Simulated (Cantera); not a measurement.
Equilibrium for hydrogen reduction and annealing atmospheres: Cu2O + H2

Feed: 1 mol Cu2O, 7.5 mol H2, held at 8.80 bar.

Cantera equilibrium calculation (NASA polynomials, part measured and part estimated; ideal gas, pure solids and liquids). Candidate condensed phases: Cu, CuO, Cu(OH)2, Cu2O, H2O; 12 gas species. Rates play no part.

From 1023 K to 1323 K the condensed part is Cu(s). From 1373 K to 1423 K the condensed part is Cu(l).

```json
[
 {"T (K)": "1023", "x H2": "0.867", "x H2O": "0.133", "x H": "1.30e-9", "x Cu": "4.37e-12", "x OH": "<1e-12", "n Cu(s)": "2.00", "n Cu(l)": "0"},
 {"T (K)": "1073", "x H2": "0.867", "x H2O": "0.133", "x H": "4.40e-9", "x Cu": "2.71e-11", "x OH": "2.53e-12", "n Cu(s)": "2.00", "n Cu(l)": "0"},
 {"T (K)": "1123", "x H2": "0.867", "x H2O": "0.133", "x H": "1.34e-8", "x Cu": "1.42e-10", "x OH": "1.06e-11", "n Cu(s)": "2.00", "n Cu(l)": "0"},
 {"T (K)": "1173", "x H2": "0.867", "x H2O": "0.133", "x H": "3.70e-8", "x Cu": "6.49e-10", "x OH": "3.92e-11", "n Cu(s)": "2.00", "n Cu(l)": "0"},
 {"T (K)": "1223", "x H2": "0.867", "x H2O": "0.133", "x H": "9.44e-8", "x Cu": "2.61e-9", "x OH": "1.31e-10", "n Cu(s)": "2.00", "n Cu(l)": "0"},
 {"T (K)": "1273", "x H2": "0.867", "x H2O": "0.133", "x H": "2.24e-7", "x Cu": "9.37e-9", "x OH": "3.97e-10", "n Cu(s)": "2.00", "n Cu(l)": "0"},
 {"T (K)": "1323", "x H2": "0.867", "x H2O": "0.133", "x H": "4.98e-7", "x Cu": "3.05e-8", "x OH": "1.11e-9", "n Cu(s)": "2.00", "n Cu(l)": "0"},
 {"T (K)": "1373", "x H2": "0.867", "x H2O": "0.133", "x H": "1.05e-6", "x Cu": "8.98e-8", "x OH": "2.87e-9", "n Cu(s)": "0", "n Cu(l)": "2.00"},
 {"T (K)": "1423", "x H2": "0.867", "x H2O": "0.133", "x H": "2.08e-6", "x Cu": "2.38e-7", "x OH": "6.96e-9", "n Cu(s)": "0", "n Cu(l)": "2.00"}
]
```
x: gas mole fraction; n: condensed amount in mol.
